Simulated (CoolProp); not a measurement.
Properties of R123 along the isobar 0.101 MPa (Tc = 183.7 °C, pc = 3.662 MPa, ω = 0.282).

The numbers come from the reference Helmholtz-energy equation of state, Younglove 1994 in CoolProp. It is a modified Benedict-Webb-Rubin equation, recast in Helmholtz form.

```
T (°C)   phase  density (kg/m³)  cp (kJ/(kg K))  isothermal compressibility (1/MPa)  expansivity (1/kK)
------  ------  ---------------  --------------  ----------------------------------  ------------------
-10.45  liquid             1551          0.9784                            0.001315               1.534
3.95    liquid             1517          0.9946                            0.001547               1.613
18.45   liquid             1481           1.012                            0.001839               1.707
32.85      gas            6.326          0.7047                               10.34               3.788
47.35      gas            6.000          0.7172                               10.26               3.527
61.75      gas            5.712          0.7302                               10.20               3.310
76.15      gas            5.454          0.7434                               10.16               3.125
90.65      gas            5.218          0.7566                               10.12               2.963
105.05     gas            5.005          0.7697                               10.09               2.822
```
